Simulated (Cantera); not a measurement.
Input (Python, Cantera):

```python
import numpy as np
import cantera as ct

gas = ct.Solution("h2o2.yaml")
gas.TPX = 400, 400000, {'H2': 1, 'O2': 0.658, 'N2': 2.47}
inlet = ct.Reservoir(gas, clone=True)
gas.equilibrate("HP")  # start burning
reactor = ct.IdealGasConstPressureReactor(gas, energy="on", clone=False)
exhaust = ct.Reservoir(gas, clone=True)
tau = [0.13, 0.073, 0.04, 0.022, 0.012, 0.0065, 0.0035, 0.0019, 0.0011, 0.00057, 0.00031, 0.00017, 9.3e-05][0]
for a, b in ((inlet, reactor), (reactor, exhaust)):
    ct.MassFlowController(a, b, mdot=lambda t: reactor.mass / tau)
net = ct.ReactorNet([reactor])
show = ['H2', 'O2', 'H2O2', 'HO2', 'H2O', 'OH']

rows = []
print(f"{'tau/s':>10s}{'T/K':>9s}" + "".join(f"{s:>11s}" for s in show))
for tau in [0.13, 0.073, 0.04, 0.022, 0.012, 0.0065, 0.0035, 0.0019, 0.0011, 0.00057, 0.00031, 0.00017, 9.3e-05]:
    net.initial_time = 0.0
    net.advance(30 * tau)
    before = gas.X
    net.advance(40 * tau)
    drift = np.max(np.abs(gas.X - before) / (gas.X + 1e-9))
    rows.append([gas.T, *gas[show].X, drift])
    print(f"{tau:10.3e}{gas.T:9.1f}" + "".join(f"{x:11.3e}" for x in gas[show].X))
```

Result:

```
     tau/s      T/K         H2         O2       H2O2        HO2        H2O         OH
 1.300e-01   2200.7  7.850e-04  4.275e-02  3.862e-07  4.236e-06  2.724e-01  3.971e-03
 7.300e-02   2200.4  8.033e-04  4.275e-02  3.879e-07  4.270e-06  2.723e-01  4.002e-03
 4.000e-02   2199.9  8.371e-04  4.275e-02  3.912e-07  4.335e-06  2.723e-01  4.058e-03
 2.200e-02   2198.9  8.970e-04  4.275e-02  3.971e-07  4.450e-06  2.721e-01  4.156e-03
 1.200e-02   2197.3  1.004e-03  4.274e-02  4.079e-07  4.662e-06  2.719e-01  4.326e-03
 6.500e-03   2194.4  1.190e-03  4.273e-02  4.272e-07  5.047e-06  2.715e-01  4.612e-03
 3.500e-03   2189.6  1.506e-03  4.273e-02  4.607e-07  5.740e-06  2.708e-01  5.064e-03
 1.900e-03   2182.2  2.006e-03  4.275e-02  5.140e-07  6.916e-06  2.698e-01  5.708e-03
 1.100e-03   2172.3  2.680e-03  4.280e-02  5.838e-07  8.606e-06  2.685e-01  6.464e-03
 5.700e-04   2155.2  3.874e-03  4.296e-02  7.004e-07  1.182e-05  2.662e-01  7.580e-03
 3.100e-04   2132.3  5.469e-03  4.327e-02  8.442e-07  1.642e-05  2.632e-01  8.770e-03
 1.700e-04   2101.3  7.616e-03  4.381e-02  1.025e-06  2.310e-05  2.593e-01  1.001e-02
 9.300e-05   2059.2  1.044e-02  4.468e-02  1.258e-06  3.262e-05  2.542e-01  1.120e-02
```

Detailed kinetics in Cantera: the H2/O2 subset of GRI-Mech 3.0, which has no nitrogen chemistry. The hydrogen kinetics of GRI-Mech 3.0 are dated; newer H2 mechanisms differ, most at raised pressure.
